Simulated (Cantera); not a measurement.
An adiabatic, constant-volume homogeneous reactor starts with CH3OH : O2 : N2 : H2O = 1 : 0.6 : 2.26 : 0.26 (molar parts), at 1348 K and 1400000 Pa. Integrator tolerance rtol = 1e-08.

Model: GRI-Mech 3.0 (53 species, 325 reactions), integrated in Cantera. GRI-Mech 3.0 was tuned for natural gas; its chemistry of methanol as a main component is partial and can be far from experiment. The pressure lies above the range GRI-Mech 3.0 was tuned for (to about 10 atm).

What does this change do: H2O 0.26 to 0.15 parts?


| quantity | before | after |
|---|---|---|
| time of steepest temperature rise | 89.3 µs | 93.3 µs |
| temperature at 0.100 s | 2565 K | 2594 K |
| equilibrium temperature | 2565 K | 2594 K |
| x(CH3OH) at 0.100 s | 8.33e-11 (gas-phase equilibrium 8.56e-11) | 8.64e-11 (gas-phase equilibrium 8.88e-11) |
| x(O2) at 0.100 s | 3.26e-6 (gas-phase equilibrium 3.26e-6) | 3.62e-6 (gas-phase equilibrium 3.62e-6) |
| x(H2O) at 0.100 s | 0.232 (gas-phase equilibrium 0.232) | 0.219 (gas-phase equilibrium 0.219) |
| x(H) at 0.100 s | 0.00234 (gas-phase equilibrium 0.00234) | 0.00262 (gas-phase equilibrium 0.00262) |
| x(HCN) at 0.100 s | 2.25e-6 (gas-phase equilibrium 2.25e-6) | 2.56e-6 (gas-phase equilibrium 2.56e-6) |
| x(C2H4) at 0.100 s | <1e-12 (gas-phase equilibrium <1e-12) | <1e-12 (gas-phase equilibrium <1e-12) |
| x(H2) at 0.100 s | 0.175 (gas-phase equilibrium 0.175) | 0.176 (gas-phase equilibrium 0.176) |
